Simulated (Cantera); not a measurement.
# Equilibrium for carbon deposition, reforming and gasification: C₂H₄ + H₂

Input: 1 mol C₂H₄, 1.6 mol H₂, held at 823 K and 1330 Pa.

These are equilibrium values from Cantera (NASA tables, ideal gas, pure condensed phases), not measurements of a reactor. Candidate condensed phases: C, C₆H₆, C₇H₈, C₈H₁₈; 76 gas species. The numbers say what is thermodynamically allowed, not how fast it happens.

```json
{
  "x(H₂)": "0.988",
  "x(CH₄)": "0.0121",
  "n(C(graphite))": "1.96 mol",
  "gas_amount": "3.557 mol"
}
```
